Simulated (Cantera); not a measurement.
Input: 1 mol SiH₄, 3.2 mol CO₂, 84 mol N₂, held at 450 Pa.

These are equilibrium values from Cantera (NASA tables, ideal gas, pure condensed phases), not measurements of a reactor. Candidate condensed phases: C, C₆H₆, C₇H₈, C₈H₁₈, H₂O, Si, SiC, SiO₂, Si₂N₂O, Si₃N₄; 151 gas species. The tables hold silica as quartz up to 1696 K and as liquid above; real silica turns to tridymite and cristobalite and melts near 1996 K. Rates play no part.

Question: What share of the Si ends up in condensed phases as a function of T (°C), at 602, 702, 802, 902, 1002, 1102, 1202, 1302, 1402, 1502, 1602, 1702, 1802?

Answer: 
| T (°C) | Si condensed (%) | as |
|---|---|---|
| 602 | 100.0 | SiO₂(β-quartz) |
| 702 | 100.0 | SiO₂(β-quartz) |
| 802 | 100.0 | SiO₂(β-quartz) |
| 902 | 100.0 | SiO₂(β-quartz) |
| 1002 | 100.0 | SiO₂(β-quartz) |
| 1102 | 100.0 | SiO₂(β-quartz) |
| 1202 | 100.0 | SiO₂(β-quartz) |
| 1302 | 100.0 | SiO₂(β-quartz) |
| 1402 | 99.5 | SiO₂(β-quartz) |
| 1502 | 95.8 | SiO₂(condensed) |
| 1602 | 78.3 | SiO₂(condensed) |
| 1702 | 29.8 | SiO₂(condensed) |
| 1802 | 0.0 | - |
